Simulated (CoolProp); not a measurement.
A single-stage vapour-compression cycle with n-perfluorobutane: evaporating at 267.15 K (dew point), condensing at 335.15 K (bubble point), superheat 2 K, subcooling 2 K, compressor efficiency 0.7, no pressure losses. Each further row changes one setting.

Model: reference Helmholtz-energy equation of state, Gao 2022, in CoolProp.

| case | cooling COP | pressure ratio | discharge temperature (K) | refrigerating effect (kJ/kg) | volumetric capacity (kJ/m³) |
|---|---|---|---|---|---|
| as stated | 1.00 | 8.78 | 335.1 | 24.4 | 233 |
| evaporating temperature 272.15 K | 1.26 | ? | 335.1 | 28.3 | 328 |
| condensing temperature 330.15 K | ? | ? | 330.1 | 30.5 | 291 |
| subcooling 7 K | ? | 8.78 | 335.1 | 30.5 | 291 |
| superheat 12 K | 1.22 | 8.78 | 335.1 | 32.8 | ? |
| compressor efficiency 0.6 | 0.860 | 8.78 | 335.1 | 24.4 | 233 |

Problem. What belongs in the gaps?

Solution. 
- evaporating temperature 272.15 K, pressure ratio: 7.16
- condensing temperature 330.15 K, cooling COP: 1.31
- condensing temperature 330.15 K, pressure ratio: 7.75
- subcooling 7 K, cooling COP: 1.25
- superheat 12 K, volumetric capacity (kJ/m³): 301

The compression ends wet for: as stated; evaporating temperature 272.15 K; condensing temperature 330.15 K; subcooling 7 K; superheat 12 K; compressor efficiency 0.6.
